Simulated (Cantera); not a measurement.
Cantera with NASA thermochemical tables; ideal gases at 1 bar, condensed phases pure. Values are per mole of reaction as written; species without (g) are pure solids or liquids, kept so even where they would boil at 1 bar.

Problem. Between 1950 and 2850 K, where is each reaction favourable under standard conditions?
- BN + 3 HF(g) → 3 F(g) + NH₃(g) + B

Solution. 
- BN + 3 HF(g) → 3 F(g) + NH₃(g) + B: ΔG° is 972 kJ at 1950 K and 818 kJ at 2850 K; it stays positive (K < 1). ΔH° is 1341 kJ and ΔS° 183 J/K at 2850 K.
